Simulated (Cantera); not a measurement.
A closed system holds: 1 mol SiHCl3, 27 mol N2, 1.1 mol NH3, equilibrated at 1998.15 K.

Method: chemical equilibrium by Gibbs-energy minimisation in Cantera with the NASA 1993 tables (ideal gas, pure condensed phases). Candidate condensed phases: NH4Cl, Si, Si3N4; 28 gas species. The tables' values for SiCl, SiN, SiCl3 are old estimates; treat these amounts as uncertain. Kinetics and transport are ignored.

**Question.** At 1.95 Torr, list the 5 most abundant gas species with their mole fractions, and the condensed phases.

**Answer.** N2 0.873, H2 0.0452, HCl 0.0392, SiCl2 0.0250, H 0.00669. Condensed: gas only.
